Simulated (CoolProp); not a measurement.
R227EA at 293.15 K and 0.131 MPa is throttled through a valve to 0.0407 MPa with no heat exchange. Each further row changes one setting.

Values from CoolProp's reference Helmholtz-energy equation of state, Lemmon 2016.

```json
[
 {"case": "as stated", "temperature change (K)": "[?]", "final density (kg/m³)": "[?]"},
 {"case": "outlet pressure 0.0122 MPa", "temperature change (K)": "-2.3", "final density (kg/m³)": "0.861"},
 {"case": "outlet pressure 0.0529 MPa", "temperature change (K)": "-1.5", "final density (kg/m³)": "[?]"}
]
```

Question: What belongs in the gaps?

Answer: 
- as stated, temperature change (K): -1.8
- as stated, final density (kg/m³): 2.89
- outlet pressure 0.0529 MPa, final density (kg/m³): 3.77
